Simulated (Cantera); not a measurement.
# Adiabatic ignition

An adiabatic, constant-pressure homogeneous reactor starts with 7.09 % CH₄, 0.255 % CO, 16.7 % O₂, 62.5 % N₂, 13.5 % H₂O, equivalence ratio 0.86, at 1650 K and 0.330 bar.

Computed with Cantera and GRI-Mech 3.0 (53 species, 325 reactions).

```csv
t (s),T (K),x CH₄,x CO,x O₂,x C₂H,x HCN
4.00e-6,1650,0.0709,0.00255,0.167,<1e-12,<1e-12
1.00e-5,1650,0.0709,0.00255,0.167,<1e-12,<1e-12
2.52e-5,1650,0.0709,0.00255,0.167,<1e-12,<1e-12
6.34e-5,1650,0.0708,0.00255,0.167,<1e-12,<1e-12
0.000159,1650,0.0707,0.00255,0.167,<1e-12,<1e-12
0.000400,1651,0.0697,0.00261,0.166,1.12e-12,1.42e-12
0.00100,2298,<1e-12,0.0289,0.0424,<1e-12,2.63e-12
0.00252,2545,<1e-12,0.0233,0.0359,<1e-12,2.29e-11
0.00634,2559,<1e-12,0.0227,0.0347,<1e-12,4.83e-11
0.0159,2556,<1e-12,0.0228,0.0333,<1e-12,8.67e-11
0.0400,2553,<1e-12,0.0228,0.0323,<1e-12,1.16e-10
0.100,2552,<1e-12,0.0228,0.0321,<1e-12,1.20e-10
0.252,2552,<1e-12,0.0228,0.0321,<1e-12,1.20e-10
0.634,2552,<1e-12,0.0228,0.0321,<1e-12,1.20e-10
1.59,2552,<1e-12,0.0228,0.0321,<1e-12,1.20e-10
4.00,2552,<1e-12,0.0228,0.0321,<1e-12,1.20e-10
```
x: mole fraction; the columns are a selection and need not sum to one.

```json
{
 "time_of_steepest_temperature_rise": "0.869 ms",
 "temperature at 4.00 s": "2552 K",
 "equilibrium_temperature": "2552 K",
 "x(CH₄) at 4.00 s": "<1e-12 (gas-phase equilibrium <1e-12)",
 "x(CO) at 4.00 s": "0.0228 (gas-phase equilibrium 0.0228)",
 "x(O₂) at 4.00 s": "0.0321 (gas-phase equilibrium 0.0321)"
}
```
